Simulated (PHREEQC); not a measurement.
Make-up at 35 °C: 0.0038 mol HF, 0.27 mol NH4F and 0.0045 mol HCl per kg of water. Closed to the air; pH follows from the charge balance.

Computed with PHREEQC (ion-association model, wateq4f.dat).

Each row changes one thing in this solution. This is a speciation only: nothing precipitates in the calculation.

```tsv
case	pH	ionic strength (mol/kgw)	HF2- (mol/kgw)	HF (mol/kgw)	H2F2 (mol/kgw)
as made	4.89	0.270	0.00439	0.00385	2.85e-5
HF left out	5.16	0.270	[?]	0.00210	8.46e-6
0.0031 mol/kgw NH4HS added	5.09	0.273	0.00284	0.00245	1.15e-5
diluted 5-fold with water	4.75	0.0540	[?]	[?]	3.29e-6
NH4F left out	2.34	0.00494	5.88e-6	0.00332	1.99e-5
HCl left out	5.24	0.270	0.00206	[?]	5.96e-6
```

What belongs in the gaps?


- HF left out, HF2- (mol/kgw): 0.00241
- diluted 5-fold with water, HF2- (mol/kgw): 0.000294
- diluted 5-fold with water, HF (mol/kgw): 0.00134
- HCl left out, HF (mol/kgw): 0.00176

Complexes and solids missing from the database can't appear. The polysulfide entries of wateq4f.dat were taken out for this run.
